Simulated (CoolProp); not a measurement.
Saturated liquid density (kg/m³) of hexamethyldisiloxane (MM): the reference equation beside estimates from Tc = 518.7 K, pc = 1.931 MPa, ω = 0.418. Rackett uses Z = 0.29056 − 0.08775 ω.

Values from CoolProp's reference Helmholtz-energy equation of state, Thol 2016.

| T (K) | reference | Rackett | van der Waals | Redlich-Kwong | Soave-Redlich-Kwong | Peng-Robinson |
|---|---|---|---|---|---|---|
| 375.3 | ___ | 740.1 | 406.3 | 586.2 | 628.0 | 710.9 |
| 378.4 | 669.1 | ___ | 404.0 | 582.1 | 624.1 | 706.7 |
| 381.4 | 665.4 | 731.5 | ___ | 578.1 | 620.3 | 702.5 |
| 384.5 | ___ | ___ | 399.5 | 573.9 | 616.2 | 698.1 |
| 387.5 | 657.7 | 722.7 | 397.2 | 569.8 | 612.3 | 693.7 |
| 390.6 | 653.8 | 718.2 | 394.8 | 565.6 | 608.1 | 689.1 |
| 393.6 | 649.9 | 713.7 | 392.4 | 561.3 | 604.0 | 684.5 |
| 396.7 | 645.9 | 709.1 | 390.0 | ___ | 599.7 | 679.7 |
| 399.7 | 642.0 | 704.5 | 387.6 | 552.6 | ___ | 675.0 |
| 402.8 | 637.9 | 699.8 | 385.0 | 548.0 | 590.9 | 670.0 |
| 405.8 | 633.8 | 695.1 | 382.5 | 543.6 | 586.4 | 665.0 |
| 408.9 | ___ | 690.3 | 379.9 | 538.9 | 581.7 | 659.8 |

### Question
What belongs in the gaps?

### Answer

- 375.3, reference: 672.9
- 378.4, Rackett: 735.8
- 381.4, van der Waals: 401.8
- 384.5, reference: 661.5
- 384.5, Rackett: 727.0
- 396.7, Redlich-Kwong: 556.9
- 399.7, Soave-Redlich-Kwong: 595.4
- 408.9, reference: 629.6

Absolute difference from the reference over all 12 rows, mean and median: Rackett 9.8 and 9.8 %, van der Waals 39.6 and 39.6 %, Redlich-Kwong 13.6 and 13.6 %, Soave-Redlich-Kwong 7.1 and 7.0 %, Peng-Robinson 5.3 and 5.4 %.
